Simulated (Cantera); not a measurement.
## Hydrogen reduction and annealing atmospheres: PbO + H₂ + N₂

Feed: 1 mol PbO, 20 mol H₂, 18 mol N₂.

Method: chemical equilibrium by Gibbs-energy minimisation in Cantera with the NASA 1993 tables (ideal gas, pure condensed phases). Candidate condensed phases: H₂O, Pb, PbO, PbO₂, Pb₃O₄; 27 gas species. Rates play no part.

Stable condensed phases:

```
T in K \ P in Pa
              10      32     100     320    1000    3200   10000   32000  100000  320000 1000000
   1473        A       A       A       A       A       A       A       A       B       B       B
   1423        A       A       A       A       A       A       A       A       B       B       B
   1373        A       A       A       A       A       A       A       B       B       B       B
   1323        A       A       A       A       A       A       A       B       B       B       B
   1273        A       A       A       A       A       A       B       B       B       B       B
   1223        A       A       A       A       A       A       B       B       B       B       B
   1173        A       A       A       A       A       B       B       B       B       B       B
   1123        A       A       A       A       B       B       B       B       B       B       B
   1073        A       A       A       B       B       B       B       B       B       B       B
   1023        A       A       A       B       B       B       B       B       B       B       B
```

A: gas only; B: Pb.
